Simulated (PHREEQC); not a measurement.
Solution (20 °C): 0.004 mol/kgw SrCl2 and 5e-05 mol/kgw NaHCO3. Closed to the air; pH follows from the charge balance.

All values are PHREEQC results (Pitzer model, pitzer.dat), not measurements.

No solid was allowed to form.

Question: Estimate the pH, specific conductance.

Answer: pH 7.99; specific conductance 870 µS/cm.

Question: In which forms is C present?

Answer: HCO3- 97 %, CO2 2.1 %, CO3-2 0.6 % of the C.
